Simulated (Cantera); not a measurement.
## Ignition delay

Mixture: CH4 : O2 : N2 = 1 : 4.88 : 18.3 (molar parts), at 17.0 bar, adiabatic and at constant volume. Ignition delay is the time to a rise of 400 K.

Detailed kinetics in Cantera: GRI-Mech 3.0 (53 species, 325 reactions). The pressure lies above the range GRI-Mech 3.0 was tuned for (to about 10 atm).

| T0 (K) | delay (ms) |
|---|---|
| 1075 | 11.1 |
| 1125 | 5.22 |
| 1175 | 2.62 |
| 1225 | 1.40 |
| 1275 | 0.777 |
| 1325 | 0.450 |
| 1375 | 0.269 |

| Quantity | Value |
|---|---|
| apparent activation energy between 1275 and 1375 K | 150 kJ/mol |
